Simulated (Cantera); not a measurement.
Thermodynamics of sublimation and decomposition of ceramics, feed Si3N4 + Si + H2

Feed: 1 mol Si3N4, 0.018 mol Si, 0.02 mol H2.

Method: chemical equilibrium by Gibbs-energy minimisation in Cantera with the NASA 1993 tables (ideal gas, pure condensed phases). Candidate condensed phases: Si, Si3N4; 18 gas species. Mutual solubility and eutectic melting of coexisting phases are not modelled. The numbers say what is thermodynamically allowed, not how fast it happens.

Map the stable condensed phases over T = 1352, 1452, 1552, 1652, 1752, 1852, 1952, 2052, 2152, 2252, 2352, 2452 °C and P in Pa = 1, 10, 100, 1000, 10000, 100000, 1000000.


```
T in °C \ P in Pa
               1      10     100    1000   10000  100000 1000000
   2452        A       A       A       A       B       B       B
   2352        A       A       A       A       B       B       B
   2252        A       A       A       A       B       B       B
   2152        A       A       A       B       B       B       B
   2052        A       A       A       B       B       B       C
   1952        A       A       B       B       B       B       C
   1852        A       A       B       B       B       C       C
   1752        A       B       B       B       B       C       C
   1652        A       B       B       B       C       C       C
   1552        B       B       B       B       C       C       C
   1452        B       B       B       C       C       C       C
   1352        B       B       C       C       C       C       C
```
A: gas only; B: Si; C: Si + Si3N4.
